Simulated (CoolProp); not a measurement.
Model: reference Helmholtz-energy equation of state, de Reuck 1990, in CoolProp.

Problem. Give the vapour pressure (MPa), vapour density (kg/m³), enthalpy of vaporisation (kJ/kg) of saturated fluorine at -203.65, -199.75, -191.85 °C.

Solution. 
```csv
T (°C),p (MPa),vapour density (kg/m³),enthalpy of vaporisation (kJ/kg)
-203.65,0.0110,0.726,187
-199.75,0.0211,1.33,184
-191.85,0.0646,3.73,178
```
